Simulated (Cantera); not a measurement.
A perfectly stirred reactor is fed with CH4 : H2O = 1 : 3 (molar parts), at 5.10 bar; it is held at 2050 K, and followed from long to short residence time.

Computed with Cantera and GRI-Mech 3.0 (53 species, 325 reactions).

| quantity | before | after |
|---|---|---|
| x(CH4) at τ = 0.320 s | 0.00148 | 0.00192 |
| x(H2O) at τ = 0.320 s | 0.317 | 0.318 |
| x(CH3) at τ = 0.320 s | 4.02e-5 | 0.000169 |
| x(OH) at τ = 0.320 s | 4.83e-5 | 0.000158 |
| x(CH2O) at τ = 0.320 s | 5.01e-7 | 1.21e-6 |
| x(CH4) at τ = 13.0 ms | 0.0134 | 0.0155 |
| x(H2O) at τ = 13.0 ms | 0.362 | 0.397 |
| x(CH3) at τ = 13.0 ms | 0.000381 | 0.00142 |
| x(OH) at τ = 13.0 ms | 5.75e-5 | 0.000203 |
| x(CH2O) at τ = 13.0 ms | 4.20e-6 | 1.39e-5 |

Which change was made?
(A) pressure from 5.10 bar to 0.430 bar
(B) CH4 1 to 0.16 parts
(C) pressure from 5.10 bar to 75.0 Torr
(D) pressure from 5.10 bar to 15.0 bar

A, pressure from 5.10 bar to 0.430 bar
